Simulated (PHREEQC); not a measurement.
A solution holds 0.0054 mol CuCl2, 0.0014 mol HCl and 0.00019 mol FeCl3 per kg of water, at 10 °C. It is in equilibrium with CO2 at log p = -3.4 (atm). Otherwise closed; pH follows from the charge balance.

Computed with PHREEQC (ion-association model, phreeqc.dat).

| quantity | before | after |
|---|---|---|
| pH | 2.87 | 2.59 |
| CuCl+ (mol/kgw) | 5.16e-5 | 5.63e-5 |
| CuCl2 (mol/kgw) | 2.27e-7 | 2.72e-7 |
| CuOH+ (mol/kgw) | 2.76e-8 | 1.44e-8 |
| CuHCO3+ (mol/kgw) | 1.02e-8 | 5.31e-9 |
| HCO3- (mol/kgw) | 6.18e-9 | 3.27e-9 |

**Question.** What was changed between the two runs?
A) CuCl2 from 0.0054 to 0.00594 mol/kgw
B) diluted 5-fold with water
C) HCl from 0.0014 to 0.0028 mol/kgw
D) temperature from 10 to 45 °C
E) FeCl3 left out

**Answer.** C, HCl from 0.0014 to 0.0028 mol/kgw

Precipitation was switched off in this run. Some of these states are supersaturated (in Hematite (slow to form), Goethite (slow to form), for instance). At this temperature some constants are extrapolated from 25 °C, and those without enthalpy data are left unchanged.
